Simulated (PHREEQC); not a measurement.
# Acid rinse or clean (model solution)

A solution holds 1.3 mol/kgw HNO3, 0.071 mol/kgw CuSO4 and 0.00017 mol/kgw CuCl2, at 25 °C. Closed to the air; pH follows from the charge balance.

Model: ion-association model, phreeqc.dat, run in PHREEQC.

This is a speciation only: nothing precipitates in the calculation.

Q: Estimate the pH, activity of water.

A: pH 0.04; activity of water 0.955.

Q: In which forms is Cu present?

A: Cu+2 98 %, CuSO4 1.7 % of the Cu.

Caution: at this ionic strength the ion-association model is outside its range; a Pitzer model would be the better tool where its parameters exist. Complexes and solids missing from the database can't appear.
